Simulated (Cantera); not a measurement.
Thermodynamics of nitride etching, feed BN + NF₃

Charge: 1 mol BN, 4.6 mol NF₃, equilibrated at 0.100 bar.

Method: chemical equilibrium by Gibbs-energy minimisation in Cantera with the NASA 1993 tables (ideal gas, pure condensed phases). Candidate condensed phases: B, BN; 13 gas species. The numbers say what is thermodynamically allowed, not how fast it happens.

```
T (K)    x F      x F₂   x N₂   x BF₃     x NF₃    x NF₂      x NF     x BF₂
-----  -----  --------  -----  ------  --------  -------  --------  --------
948    0.124     0.473  0.282   0.104    0.0166  2.59e-6    <1e-12    <1e-12
1048   0.291     0.354  0.260  0.0931   0.00215  2.82e-6  5.15e-12    <1e-12
1148   0.493     0.195  0.229  0.0819  0.000230  2.07e-6  3.72e-11    <1e-12
1248   0.638    0.0810  0.207  0.0740   2.01e-5  1.10e-6  1.63e-10    <1e-12
1348   0.702    0.0299  0.198  0.0705   1.78e-6  5.08e-7  5.14e-10    <1e-12
1448   0.725    0.0114  0.194  0.0693   1.92e-7  2.39e-7   1.33e-9    <1e-12
1548   0.734   0.00478  0.193  0.0688   2.64e-8  1.20e-7   3.02e-9    <1e-12
1648   0.737   0.00219  0.192  0.0686   4.57e-9  6.51e-8   6.16e-9  2.18e-12
1748   0.738   0.00109  0.192  0.0686  9.61e-10  3.76e-8   1.16e-8  2.99e-11
1848   0.739  0.000585  0.192  0.0685  2.39e-10  2.30e-8   2.02e-8  3.08e-10
1948   0.739  0.000334  0.192  0.0685  6.88e-11  1.48e-8   3.35e-8   2.50e-9
2048   0.739  0.000201  0.192  0.0685  2.23e-11  9.92e-9   5.26e-8   1.65e-8
```
x: gas mole fraction; nothing condenses.

From 948 K to 2048 K nothing is condensed. The main B-bearing gas is BF₃ throughout.
